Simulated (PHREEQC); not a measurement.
Make-up at 25 °C: 0.1 mol Cu(NO3)2, 0.00031 mol HNO3 and 0.095 mol FeCl3 per kg of water. It is in equilibrium with CO2 at log p = -3.4 (atm). Otherwise closed; pH follows from the charge balance.

All values are PHREEQC results (ion-association model, phreeqc.dat), not measurements.

Each row changes one thing in this solution. No solid was allowed to form.

| case | pH | ionic strength (mol/kgw) | Cl- (mol/kgw) | FeCl+2 (mol/kgw) | Fe+3 (mol/kgw) | FeCl2+ (mol/kgw) | SI of Goethite (FeOOH) | SI of Hematite (Fe2O3) |
|---|---|---|---|---|---|---|---|---|
| as made | 1.92 | 0.660 | 0.212 | 0.0449 | 0.0271 | 0.00788 | +4.09 | +10.20 |
| diluted 100-fold with water | 3.04 | 0.00696 | 0.00284 | 6.75e-6 | 0.000124 | 6.05e-8 | +5.90 | +13.80 |
| Cu(NO3)2 left out | 1.87 | 0.377 | 0.220 | 0.0445 | 0.0238 | 0.00997 | +3.98 | +9.96 |
| HNO3 from 0.00031 to 0.000279 mol/kgw | 1.92 | 0.660 | 0.212 | 0.0449 | 0.0271 | 0.00788 | +4.10 | +10.20 |
| temperature from 25 to 80 °C | 1.63 | 0.568 | 0.176 | 0.0529 | 0.00981 | 0.00158 | +4.36 | (withheld) |
| FeCl3 from 0.095 to 0.0475 mol/kgw | 1.99 | 0.505 | 0.116 | 0.0161 | 0.0171 | 0.00169 | (withheld) | +10.31 |

Task: What belongs in the gaps?

Result: 
- temperature from 25 to 80 °C, SI of Hematite (Fe2O3): +10.95
- FeCl3 from 0.095 to 0.0475 mol/kgw, SI of Goethite (FeOOH): +4.15

Species that the database lacks are ignored. Some of these states are supersaturated (in Hematite (slow to form), Goethite (slow to form), for instance). Constants without temperature data keep their 25 °C values here.
